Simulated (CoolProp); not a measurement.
Model: reference Helmholtz-energy equation of state, Colonna 2008, in CoolProp. It is a short technical equation, of lower accuracy than the large ones.

Q: For dodecamethylcyclohexasiloxane (D6), give the phase and the Z, speed of sound (m/s), isothermal compressibility (1/MPa), fugacity coefficient at 566 K and 101 kPa.

A: 
- 566 K and 101 kPa: gas; Z 0.929, speed of sound 96.1, isothermal compressibility 10.7, fugacity coefficient 0.933
